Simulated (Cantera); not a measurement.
A Cantera script and its output.

```python
import numpy as np
import cantera as ct

gas = ct.Solution("gri30.yaml")


def delay(T, t_max=10):
    gas.TPX = T, 101325, {'CH4': 1, 'C2H6': 0.17, 'C3H8': 0.069, 'O2': 1.55, 'N2': 5.42, 'H2O': 3.2}
    reactor = ct.IdealGasReactor(gas, clone=False)
    net = ct.ReactorNet([reactor])
    net.rtol, net.atol = 1e-8, 1e-16
    while net.time < t_max:
        t_old, T_old = net.time, reactor.T
        net.step()
        if reactor.T > T + 400:  # ignition: a rise of 400 K
            return t_old + (T + 400 - T_old) / (reactor.T - T_old) * (net.time - t_old)
    return np.nan


taus = []
for T in [1098, 1173, 1248, 1323, 1398, 1473]:
    taus.append(delay(T))
    print(f"T0 = {T:6g} K   tau = {taus[-1]:.4e} s")
```

It prints:

```
T0 =   1098 K   tau = 1.6963e-02 s
T0 =   1173 K   tau = 7.0523e-03 s
T0 =   1248 K   tau = 3.1370e-03 s
T0 =   1323 K   tau = 1.4157e-03 s
T0 =   1398 K   tau = 6.6083e-04 s
T0 =   1473 K   tau = 3.2672e-04 s
```

Model: GRI-Mech 3.0 (53 species, 325 reactions), integrated in Cantera.
